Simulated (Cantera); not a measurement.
A perfectly stirred reactor is fed with 41.7 % CH4, 58.3 % H2O, at 3.90 bar; it is held at 1850 K, and followed from long to short residence time.

Computed with Cantera and GRI-Mech 3.0 (53 species, 325 reactions).

**Question.** Predict: x(CH4) at τ = 12.0 s; x(H2O) at τ = 12.0 s; x(H2) at τ = 12.0 s; x(C2H) at τ = 12.0 s; x(CH4) at τ = 29.0 ms; x(H2O) at τ = 29.0 ms; x(H2) at τ = 29.0 ms; x(O) at τ = 29.0 ms; x(C2H) at τ = 29.0 ms.

**Answer.** 
- x(CH4) at τ = 12.0 s = 0.00343
- x(H2O) at τ = 12.0 s = 0.0896
- x(H2) at τ = 12.0 s = 0.682
- x(C2H) at τ = 12.0 s = 2.70e-9
- x(CH4) at τ = 29.0 ms = 0.0498
- x(H2O) at τ = 29.0 ms = 0.284
- x(H2) at τ = 29.0 ms = 0.502
- x(O) at τ = 29.0 ms = 1.17e-9
- x(C2H) at τ = 29.0 ms = 2.60e-7
